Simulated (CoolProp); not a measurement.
Saturation properties of R123.

Computed with CoolProp (reference Helmholtz-energy equation of state, Younglove 1994). It is a modified Benedict-Webb-Rubin equation, recast in Helmholtz form.

```tsv
T (K)	p (MPa)	liquid density (kg/m³)	vapour density (kg/m³)	enthalpy of vaporisation (kJ/kg)	vapour viscosity (µPa s)
341	0.3559	1347	21.39	151.9	12.2
350.6	0.4585	1319	27.39	146.9	12.5
360.3	0.5832	1289	34.76	141.6	12.9
369.9	0.7301	1258	43.60	136.0	13.2
379.6	0.9049	1225	54.41	129.9	13.6
389.3	1.109	1189	67.51	123.3	14.1
398.9	1.343	1151	83.30	116.2	14.6
408.6	1.615	1110	102.9	108.1	15.3
418.3	1.927	1063	127.5	99.03	16.1
427.9	2.278	1009	158.8	88.53	17.3
437.6	2.682	943.7	201.9	75.54	19.1
```

It boils at 301.0 K under 1 atm.

Viscosity comes from a separate model (Tanaka 1996).
